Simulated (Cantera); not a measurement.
A closed system holds: 1 mol HgO, a varied amount of N₂, at 652 °C and 69.0 Pa.

Cantera equilibrium calculation (NASA polynomials, part measured and part estimated; ideal gas, pure solids and liquids). Candidate condensed phases: Hg, HgO; 10 gas species. Kinetics and transport are ignored.

**Question.** At 12 mol N₂, list the 3 most abundant gas species with their mole fractions, and the condensed phases.

**Answer.** N₂ 0.889, Hg 0.0741, O₂ 0.0370. Condensed: gas only.
